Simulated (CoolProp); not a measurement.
c-C4F8 (RC318) at several states: density (kg/m³) from the reference equation and from simpler models built on Tc = 388.4 K, pc = 27.78 bar, ω = 0.355; each cubic takes its own stable root.

Computed with CoolProp (reference Helmholtz-energy equation of state, Platzer 1990). This equation is an older, rougher fit; its heat capacities, sound speeds and derivatives of the liquid may be far off and weren't checked against measurements.

| T (K) | p (bar) | phase | reference |
|---|---|---|---|
| 461.2 | 80.6 | supercritical | 723.2 |
| 404.2 | 4.19 | gas | 26.10 |
| 445.9 | 1.92 | gas | 10.51 |
| 405 | 0.409 | gas | 2.440 |
| 424 | 16 | gas | 107.3 |

Question: How far does each simpler model (van der Waals, Redlich-Kwong, Peng-Robinson) lie from the reference over these 5 states: mean and median of the absolute difference, and the worst?

Answer: 
- van der Waals: mean 0.6 %, median 0.3 %, worst -2.4 % at 461.2 K and 80.6 bar
- Redlich-Kwong: mean 1.1 %, median 0.3 %, worst +3.6 % at 461.2 K and 80.6 bar
- Peng-Robinson: mean 1.2 %, median 0.7 %, worst -2.8 % at 461.2 K and 80.6 bar
